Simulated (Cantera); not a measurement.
A freely propagating, adiabatic, planar premixed flame of 20.7 % H2, 20.2 % O2, 54.8 % N2, 4.34 % H2O, equivalence ratio 0.51, unburnt at 375 K and 13300 Pa; mixture-averaged transport, grid criteria slope 0.08 and curve 0.16, no radiation.

Computed with Cantera and the H2/O2 subset of GRI-Mech 3.0, which has no nitrogen chemistry. Burning velocities carry a grid error of a few per cent, more on coarse grids. Lean hydrogen flames are cellular in practice and burn faster than this planar one.

Q: Predict: laminar burning velocity; thermal thickness; peak x(HO2); peak x(OH); peak x(O).

A: 
- laminar burning velocity = 178 cm/s
- thermal thickness = 4.15 mm
- peak x(HO2) = 0.000156
- peak x(OH) = 0.0111
- peak x(O) = 0.0131
